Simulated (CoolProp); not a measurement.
Vapour-liquid equilibrium of neopentane (1) + n-pentane (2) at 2.29 bar; x and y are mole fractions of (1).

The numbers come from the multi-fluid Helmholtz-energy mixture model, Lemmon 2006 and Thol 2019; pair parameters Bell 2016 in CoolProp.

```
x     bubble temperature (°C)  y at the bubble point  dew temperature at overall composition x (°C)  liquid density (mol/L)
----  -----------------------  ---------------------  ---------------------------------------------  ----------------------
0.05                     60.3                  0.097                                           61.3                   8.069
0.15                     56.6                  0.267                                           59.2                   8.068
0.25                     53.2                  0.410                                              ?                   8.064
0.35                     50.1                  0.531                                           54.7                   8.057
0.45                     47.2                  0.634                                           52.2                       ?
0.55                     44.5                  0.723                                           49.6                   8.034
0.65                        ?                  0.799                                           46.7                       ?
0.75                     39.6                  0.865                                           43.6                   8.002
0.85                     37.4                      ?                                           40.2                       ?
0.95                     35.4                  0.976                                           36.4                   7.964
```

Q: Fill in the missing entries.

A: 
- 0.25, dew temperature at overall composition x (°C): 57.0
- 0.45, liquid density (mol/L): 8.046
- 0.65, bubble temperature (°C): 42.0
- 0.65, liquid density (mol/L): 8.019
- 0.85, y at the bubble point: 0.924
- 0.85, liquid density (mol/L): 7.983

No azeotrope shows between x = 0.05 and 0.95.

The pair parameters rest on a limited set of measurements; away from them the model extrapolates.
